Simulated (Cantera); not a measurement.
A closed system holds: 1 mol SiH₄, 0.69 mol NO, 2.6 mol H₂, 0.16 mol CO₂, held at 49.0 Pa.

Cantera equilibrium calculation (NASA polynomials, part measured and part estimated; ideal gas, pure solids and liquids). Candidate condensed phases: C, C₆H₆, C₇H₈, C₈H₁₈, H₂O, Si, SiC, SiO₂, Si₂N₂O, Si₃N₄; 151 gas species. Mutual solubility and eutectic melting of coexisting phases are not modelled. The tables hold silica as quartz up to 1696 K and as liquid above; real silica turns to tridymite and cristobalite and melts near 1996 K. Gases not in the tables: Si₂H₆ and higher silanes. The numbers say what is thermodynamically allowed, not how fast it happens.

Q: Which condensed phases are stable at each of these points (T (K)): 698, 798, 898, 998, 1098, 1198, 1298, 1398, 1498, 1598, 1698, 1798, 1898?

A: 
```csv
T (K),condensed phases,Si condensed (%)
698,C(graphite) + SiO₂(α-quartz) + Si₂N₂O(s),100.0
798,C(graphite) + SiO₂(α-quartz) + Si₂N₂O(s),100.0
898,C(graphite) + SiO₂(β-quartz) + Si₂N₂O(s),100.0
998,C(graphite) + SiO₂(β-quartz) + Si₂N₂O(s),100.0
1098,C(graphite) + SiO₂(β-quartz) + Si₂N₂O(s),100.0
1198,SiC(s) + SiO₂(β-quartz) + Si₂N₂O(s),100.0
1298,SiC(s) + SiO₂(β-quartz) + Si₂N₂O(s),98.7
1398,SiO₂(β-quartz) + Si₂N₂O(s),86.5
1498,Si₂N₂O(s),30.0
1598,SiC(s),7.5
1698,SiC(s),7.2
1798,SiC(s),5.5
1898,gas only,0.0
```

From 698 K to 798 K the condensed part is C(graphite) + SiO₂(α-quartz) + Si₂N₂O(s). From 898 K to 1098 K the condensed part is C(graphite) + SiO₂(β-quartz) + Si₂N₂O(s). From 1198 K to 1298 K the condensed part is SiC(s) + SiO₂(β-quartz) + Si₂N₂O(s). At 1398 K the condensed part is SiO₂(β-quartz) + Si₂N₂O(s). At 1498 K the condensed part is Si₂N₂O(s). From 1598 K to 1798 K the condensed part is SiC(s). At 1898 K nothing is condensed.
